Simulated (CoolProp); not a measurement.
Vapour-liquid equilibrium of dimethyl ether (1) + ethanol (2) at 61.55 °C; x and y are mole fractions of (1).

The numbers come from the multi-fluid Helmholtz-energy mixture model, Wu 2011 and Schroeder 2014; pair parameters Bell 2016 in CoolProp.

```tsv
x	bubble pressure, mixture model (MPa)	bubble pressure, Raoult's law (MPa)	y, mixture model	y, Raoult's law
0.05	0.1579	0.1226	0.688	0.612
0.125	0.3091	0.2313	0.846	0.811
0.2	0.4470	0.3400	0.897	0.882
0.275	0.5719	0.4487	0.923	0.919
0.35	0.6843	0.5575	0.939	0.942
0.425	0.7856	0.6662	0.949	0.957
0.5	0.8779	0.7749	0.957	0.968
0.575	0.9635	0.8837	0.964	0.976
0.65	1.046	0.9924	0.970	0.982
0.725	1.128	1.101	0.975	0.987
0.8	1.213	1.210	0.981	0.992
0.875	1.308	1.319	0.987	0.995
0.95	1.416	1.427	0.994	0.998
```

The largest gap from Raoult's law is +33.6 % in bubble pressure, at x = 0.125. No azeotrope shows between x = 0.05 and 0.95.

Pair parameters are fitted to limited data, so mixtures are less certain than the pure fluids. The gap from Raoult's law changes sign with composition, which may be real or a fault of the pair parameters; it wasn't checked against measurements.
